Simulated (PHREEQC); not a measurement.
**Acid rinse or clean: an equilibrium model**

Solution (73 °C): 1.3 mmol/kgw HNO3, 24 mmol/kgw FeCl3 and 75 mmol/kgw MnSO4. Closed to the air; pH follows from the charge balance.

The numbers come from PHREEQC with the ion-association model, phreeqc.dat.

No solid was allowed to form.

Q: What pH does the model give?

A: pH 2.56.

Q: In which forms is S present?

A: MnSO4 38 %, SO4-2 31 %, FeSO4+ 15 %, HSO4- 10 %, Fe(SO4)2- 4.7 % of the S.

The solution is supersaturated, for example in Hematite (slow to form), Goethite (slow to form), so a real one may precipitate; this is no full list. Species that the database lacks are ignored. At this temperature some constants are extrapolated from 25 °C, and those without enthalpy data are left unchanged.
